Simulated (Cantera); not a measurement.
What does this Cantera script print?

```python
import numpy as np
import cantera as ct

surf = ct.Interface("diamond.yaml", "diamond_100")
gas, bulk = surf.adjacent["gas"], surf.adjacent["diamond"]
k = surf.kinetics_species_index(bulk.species_names[0])
cover = ["c6HH", "c6H*", "c6*H", "c6**", "c6HM", "c6B"]

rows, drift = [], 0.0
print(f"{'xCH3':>10s}{'um/h':>11s}" + "".join(f"{s:>11s}" for s in cover))
for v in [1e-06, 2.7e-06, 7.5e-06, 2e-05, 5.6e-05, 0.00015, 0.00042, 0.0011, 0.0031]:
    T, P, xH, xCH3 = 1025, 8300, 0.0016, v
    gas.TPX = T, P, {"H": xH, "CH3": xCH3, "CH4": 0.018, "H2": 1 - xH - xCH3 - 0.018}
    surf.TP = bulk.TP = T, P
    surf.coverages = "c6H*:0.1, c6HH:0.9"
    surf.advance_coverages(100.0)
    before = surf.coverages
    surf.advance_coverages(100.0)
    drift = max(drift, np.max(np.abs(surf.coverages - before) / (surf.coverages + 1e-9)))
    rate = surf.net_production_rates[k] * bulk.mean_molecular_weight / bulk.density * 3.6e9
    rows.append([rate, *surf[cover].coverages])
    print(f"{v:10.4g}{rate:11.4e}" + "".join(f"{x:11.3e}" for x in rows[-1][1:]))
```

It prints:

```
      xCH3       um/h       c6HH       c6H*       c6*H       c6**       c6HM        c6B
     1e-06 4.2680e-02  5.771e-01  2.049e-02  3.911e-01  1.098e-02  2.667e-04  1.158e-10
   2.7e-06 1.1515e-01  5.767e-01  2.047e-02  3.908e-01  1.097e-02  7.195e-04  3.125e-10
   7.5e-06 3.1919e-01  5.757e-01  2.044e-02  3.901e-01  1.095e-02  1.994e-03  8.662e-10
     2e-05 8.4658e-01  5.731e-01  2.034e-02  3.883e-01  1.087e-02  5.290e-03  2.297e-09
   5.6e-05 2.3341e+00  5.657e-01  2.006e-02  3.830e-01  1.067e-02  1.459e-02  6.334e-09
   0.00015 6.0120e+00  5.475e-01  1.939e-02  3.701e-01  1.017e-02  3.758e-02  1.631e-08
   0.00042 1.5166e+01  5.021e-01  1.769e-02  3.378e-01  8.935e-03  9.486e-02  4.115e-08
    0.0011 3.1836e+01  4.191e-01  1.461e-02  2.789e-01  6.741e-03  1.995e-01  8.639e-08
    0.0031 5.7002e+01  2.931e-01  9.918e-03  1.893e-01  3.651e-03  3.586e-01  1.547e-07
```

Detailed kinetics in Cantera: the Harris–Goodwin 1993 mechanism for the reconstructed diamond (100) surface.
